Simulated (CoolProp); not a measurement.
Vapour-liquid equilibrium of ethanol (1) + n-decane (2) at 184.95 °C; x and y are mole fractions of (1).

Values from CoolProp's multi-fluid Helmholtz-energy mixture model, Schroeder 2014 and Lemmon 2006; pair parameters Bell 2016.

Question: Give the bubble pressure and the first vapour's composition at x = 0.2, 0.275, 0.5. Is there an azeotrope?

Answer: x = 0.2: 0.9527 MPa, y = 0.844; x = 0.275: 1.115 MPa, y = 0.866; x = 0.5: 1.424 MPa, y = 0.899. No azeotrope shows between x = 0.05 and 0.95.

Pair parameters are fitted to limited data, so mixtures are less certain than the pure fluids. With so large a gap from Raoult's law the liquid may split in two, which this calculation doesn't test in full.
